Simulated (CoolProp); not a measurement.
Computed with CoolProp (reference Helmholtz-energy equation of state, Lemmon 2006). It is a short technical equation, of lower accuracy than the large ones.

Question: For carbon monoxide, give the phase and the density (kg/m³), cp (kJ/(kg K)), expansivity (1/kK), fugacity coefficient at 242.6 K and 2.39 MPa.

Answer: 
- 242.6 K and 2.39 MPa: gas; density 34.1, cp 1.11, expansivity 4.67, fugacity coefficient 0.973
